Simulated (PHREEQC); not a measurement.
A solution holds 0.011 mol/kgw CaSO4, 0.17 mol/kgw Na2HPO4 and 0.0044 mol/kgw NaCl, at 64 °C. Closed to the air; pH follows from the charge balance.

All values are PHREEQC results (ion-association model, wateq4f.dat), not measurements.

The ionic strength comes out as 0.472 mol/kgw. What activity coefficients do Na+, H2PO4-, OH-, HPO4-2, Cl- get?

Na+ 0.69, H2PO4- 0.68, OH- 0.62, HPO4-2 0.20, Cl- 0.63.

No solid was allowed to form. Examples of supersaturated solids here: Hydroxyapatite. Others may be too. Species that the database lacks are ignored. H3PO4, which wateq4f.dat lacks, is added to it with the constant of phreeqc.dat. Constants without temperature data keep their 25 °C values here.
